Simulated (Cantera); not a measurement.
## Thermodynamics of silicon epitaxy and polysilicon growth, feed SiHCl3 + HCl + H2

Charge: 1 mol SiHCl3, a varied amount of HCl, 7 mol H2, at 0.760 bar.

Equilibrium computed with Cantera from the NASA thermochemical tables; the gas is ideal and each condensed phase is pure. Candidate condensed phases: Si; 19 gas species. The tables' values for SiCl3 are old estimates. Kinetics and transport are ignored.

Q: Map the stable condensed phases over T = 1200, 1250, 1300, 1350, 1400, 1450, 1500, 1550, 1600, 1650, 1700, 1750 K and n(HCl) in mol = 0.29, 0.46, 0.62, 0.79, 0.95, 1.1, 1.3, 1.4, 1.6, 1.8, 1.9.

A: 
```
T in K \ n(HCl) in mol
         0.29 0.46 0.62 0.79 0.95  1.1  1.3  1.4  1.6  1.8  1.9
   1750     A    A    B    B    B    B    B    B    B    B    B
   1700     A    B    B    B    B    B    B    B    B    B    B
   1650     A    A    B    B    B    B    B    B    B    B    B
   1600     A    A    B    B    B    B    B    B    B    B    B
   1550     A    A    A    B    B    B    B    B    B    B    B
   1500     A    A    A    B    B    B    B    B    B    B    B
   1450     A    A    A    A    B    B    B    B    B    B    B
   1400     A    A    A    A    B    B    B    B    B    B    B
   1350     A    A    A    A    B    B    B    B    B    B    B
   1300     A    A    A    A    B    B    B    B    B    B    B
   1250     A    A    A    A    B    B    B    B    B    B    B
   1200     A    A    A    A    B    B    B    B    B    B    B
```
A: Si; B: gas only.
